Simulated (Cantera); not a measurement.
Charge: 1 mol Zr, 16 mol N2, 3.1 mol H2, at 1827 °C and 990000 Pa.

These are equilibrium values from Cantera (NASA tables, ideal gas, pure condensed phases), not measurements of a reactor. Candidate condensed phases: Zr, ZrN; 11 gas species. ZrN: taken at fixed stoichiometry. The numbers say what is thermodynamically allowed, not how fast it happens.

Q: What is the equilibrium state?

A: 
```
Item                                  Value
--------------------------------  ---------
x(N2)                                 0.833
x(H2)                                 0.166
x(H)                               0.000404
x(NH3)                              1.05e-5
n(ZrN(s))                          1.00 mol
gas amount                        18.60 mol
log10 activity of Zr(β) (absent)      -4.77
```
